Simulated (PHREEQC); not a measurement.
**Nickel, zinc or cadmium bath: an equilibrium model**

Consider water at 25 °C with 0.29 mol/kgw ZnCl2, 9.6e-05 mol/kgw KCl and 5.1e-05 mol/kgw FeSO4. Closed to the air; pH follows from the charge balance.

Model: ion-association model, phreeqc.dat, run in PHREEQC.

The pH is 4.76 and the ionic strength is 0.713 mol/kgw. The activity of water comes out as 0.987. The density is 1.032 g/cm³.

```tsv
species	molality	activity	log γ
Cl-	0.480	0.301	-0.202
Zn+2	0.219	0.0415	-0.722
ZnCl+	0.0538	0.0336	-0.204
ZnCl2	0.00899	0.0106	0.071
ZnCl3-	0.00573	0.00358	-0.204
ZnCl4-2	0.00284	0.000540	-0.722
K+	9.60e-5	5.95e-5	-0.208
```

This is a speciation only: nothing precipitates in the calculation. The ionic strength is past about 0.7 mol/kgw, beyond the range of this activity model, so the values are rough.
